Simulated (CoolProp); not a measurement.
Properties of R1233zd(E) along the isotherm -40.35 °C.

Values from CoolProp's reference Helmholtz-energy equation of state, Akasaka 2022.

```
p (bar)   phase  density (kg/m³)  cp (kJ/(kg K))  isothermal compressibility (1/MPa)  expansivity (1/kK)
-------  ------  ---------------  --------------  ----------------------------------  ------------------
0.566    liquid             1409           1.065                            0.001126               1.497
1.07     liquid             1409           1.065                            0.001125               1.497
2.04     liquid             1410           1.065                            0.001123               1.496
3.86     liquid             1410           1.065                            0.001121               1.494
7.32     liquid             1410           1.064                            0.001116                   ?
13.9     liquid                ?           1.064                            0.001107                   ?
26.3     liquid                ?           1.062                            0.001091                   ?
49.8     liquid                ?           1.060                            0.001062               1.444
94.5     liquid             1424           1.056                                   ?               1.401
179      liquid             1435           1.050                           0.0009293               1.330
```

### Question
Complete the blanks.

### Answer

- 7.32, expansivity (1/kK): 1.490
- 13.9, density (kg/m³): 1411
- 13.9, expansivity (1/kK): 1.482
- 26.3, density (kg/m³): 1413
- 26.3, expansivity (1/kK): 1.469
- 49.8, density (kg/m³): 1417
- 94.5, isothermal compressibility (1/MPa): 0.001011
